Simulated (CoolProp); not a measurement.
Vapour pressure (bar) of CF4 (R14): the reference equation beside estimates from Tc = 227.4 K, pc = 37.62 bar, ω = 0.178.

Values from CoolProp's reference Helmholtz-energy equation of state, Platzer 1990. This equation is an older, rougher fit; its heat capacities, sound speeds and derivatives of the liquid may be far off and weren't checked against measurements.

```json
[
 {"T (K)": "128.7", "reference": "0.2699", "Lee-Kesler": "0.2640", "Redlich-Kwong": "0.4060", "Peng-Robinson": "0.2759"},
 {"T (K)": "135", "reference": "0.4684", "Lee-Kesler": "0.4621", "Redlich-Kwong": "0.6887", "Peng-Robinson": "0.4759"},
 {"T (K)": "141.4", "reference": "0.7747", "Lee-Kesler": "0.7701", "Redlich-Kwong": "1.110", "Peng-Robinson": "0.7835"},
 {"T (K)": "147.7", "reference": "1.212", "Lee-Kesler": "1.212", "Redlich-Kwong": "1.692", "Peng-Robinson": "1.222"},
 {"T (K)": "154.1", "reference": "1.831", "Lee-Kesler": "1.840", "Redlich-Kwong": "2.487", "Peng-Robinson": "1.842"},
 {"T (K)": "160.4", "reference": "2.652", "Lee-Kesler": "2.675", "Redlich-Kwong": "3.508", "Peng-Robinson": "2.665"},
 {"T (K)": "166.8", "reference": "3.746", "Lee-Kesler": "3.787", "Redlich-Kwong": "4.824", "Peng-Robinson": "3.763"},
 {"T (K)": "173.1", "reference": "5.123", "Lee-Kesler": "5.184", "Redlich-Kwong": "6.428", "Peng-Robinson": "5.147"},
 {"T (K)": "179.5", "reference": "6.876", "Lee-Kesler": "6.959", "Redlich-Kwong": "8.407", "Peng-Robinson": "6.914"},
 {"T (K)": "185.8", "reference": "9.001", "Lee-Kesler": "9.102", "Redlich-Kwong": "10.73", "Peng-Robinson": "9.060"},
 {"T (K)": "192.2", "reference": "11.62", "Lee-Kesler": "11.73", "Redlich-Kwong": "13.51", "Peng-Robinson": "11.71"},
 {"T (K)": "198.5", "reference": "14.71", "Lee-Kesler": "14.83", "Redlich-Kwong": "16.69", "Peng-Robinson": "14.84"},
 {"T (K)": "204.8", "reference": "18.36", "Lee-Kesler": "18.49", "Redlich-Kwong": "20.33", "Peng-Robinson": "18.55"},
 {"T (K)": "211.2", "reference": "22.74", "Lee-Kesler": "22.87", "Redlich-Kwong": "24.53", "Peng-Robinson": "22.97"},
 {"T (K)": "217.5", "reference": "27.79", "Lee-Kesler": "27.92", "Redlich-Kwong": "29.19", "Peng-Robinson": "28.04"}
]
```

Absolute difference from the reference over all 15 rows, mean and median: Lee-Kesler 0.9 and 0.9 %, Redlich-Kwong 26.5 and 25.5 %, Peng-Robinson 0.9 and 0.8 %.
